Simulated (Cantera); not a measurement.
Cantera run:

```python
import numpy as np
import cantera as ct

gas_names = """
    B BF BF2 BF3 BH BHF2 BH2 BH3 BO BOF BOF2 BO2 B2 B2O B2O2 B2O3 B3O3F3 B3O3H3 F FO FO2 F2 F2O H HBO
    HBO2 HF HOF HO2 H2 H2F2 H2O H2O2 H3B3O6 H3F3 H4F4 H5F5 H6F6 H7F7 O OH O2 O3
""".split()
cond_names = """
    B(b) B(L) B2O3(L) B3O3H3(cr) H2O(s) H2O(L)
""".split()


def load(file, names, dense=False):
    # The tables refer to 1 bar. Condensed volumes are neglected.
    table = {s.name: s for s in ct.Species.list_from_file(file)}
    out = []
    for n in names:
        d = dict(table[n].input_data)
        d["thermo"] = dict(d["thermo"], **{"reference-pressure": 1e5})
        if dense:
            d["equation-of-state"] = {"model": "constant-volume", "density": "1e6 g/cm^3"}
        out.append(ct.Species.from_dict(d))
    return out


gas = ct.Solution(thermo="ideal-gas", species=load("nasa_gas.yaml", gas_names))
cond = {s.name: ct.Solution(thermo="fixed-stoichiometry", species=[s], name=s.name)
        for s in load("nasa_condensed.yaml", cond_names, dense=True)}
atoms = {
    'BF3': {'B': 1, 'F': 3},
    'O2': {'O': 2},
    'H2': {'H': 2},
}
top_T = {}  # K; cautious upper limits of use, not melting points


def equilibrate(T, P, feed):
    n = {}
    for name, mol in feed.items():
        for a, k in atoms[name].items():
            n[a] = n.get(a, 0.0) + k * mol
    gas.TPX = T, P, n
    mass = sum(n.values()) * gas.mean_molecular_weight
    gas.equilibrate("TP")
    valid = [c for c in cond.values() if c.min_temp <= T <= top_T.get(c.name, c.max_temp)]
    mix = ct.Mixture([(gas, mass / gas.mean_molecular_weight)] + [(c, 0.0) for c in valid])
    mix.T, mix.P = T, P
    mix.equilibrate("TP", solver="vcs", rtol=1e-11, max_steps=5000)
    return mix


results = []
feed = {'BF3': 1, 'O2': 1.3, 'H2': 0.13}  # mol
P = 13332.2  # Pa
for T in [1900, 1950, 2000, 2050, 2100, 2150, 2200, 2250, 2300, 2350, 2400]:
    mix = equilibrate(T, P, feed)
    results.append((T, P, feed, dict(zip(mix.species_names, mix.species_moles))))

top = {s: max(r[3][s] / sum(r[3][g] for g in gas_names) for r in results) for s in gas_names}
cols = sorted((s for s in top if top[s] > 1e-05), key=lambda s: -top[s])[:6]
seen = [c for c in cond_names if any(r[3].get(c, 0) > 1e-12 for r in results)]
print("log10 of partial pressures in bar; condensed amounts in mol")
print(f"{'T/K':>10s}" + "".join(f"{s[:9]:>10s}" for s in cols + seen))
for T, P, feed, n in results:
    ng = sum(n[g] for g in gas_names)
    print(f"{T:10.4g}" + "".join(f"{np.log10(max(n[s] / ng * P / 1e5, 1e-99)):10.3f}" for s in cols)
          + "".join(f"{n.get(c, 0):10.4g}" for c in seen))
```

It prints:

```
log10 of partial pressures in bar; condensed amounts in mol
       T/K        O2       BF3        HF       BOF         F         O
      1900    -1.181    -1.333    -1.858    -2.160    -4.236    -4.116
      1950    -1.182    -1.334    -1.858    -2.159    -3.989    -3.936
      2000    -1.182    -1.334    -1.858    -2.157    -3.755    -3.766
      2050    -1.183    -1.335    -1.859    -2.154    -3.533    -3.603
      2100    -1.184    -1.337    -1.859    -2.149    -3.322    -3.449
      2150    -1.186    -1.339    -1.860    -2.142    -3.124    -3.302
      2200    -1.189    -1.342    -1.861    -2.131    -2.937    -3.162
      2250    -1.192    -1.347    -1.863    -2.117    -2.762    -3.029
      2300    -1.197    -1.354    -1.866    -2.097    -2.598    -2.903
      2350    -1.204    -1.362    -1.869    -2.072    -2.446    -2.782
      2400    -1.213    -1.374    -1.873    -2.042    -2.306    -2.668
```

Method: chemical equilibrium by Gibbs-energy minimisation in Cantera with the NASA 1993 tables (ideal gas, pure condensed phases). The tables' values for BF2 are old estimates; treat these amounts as uncertain.
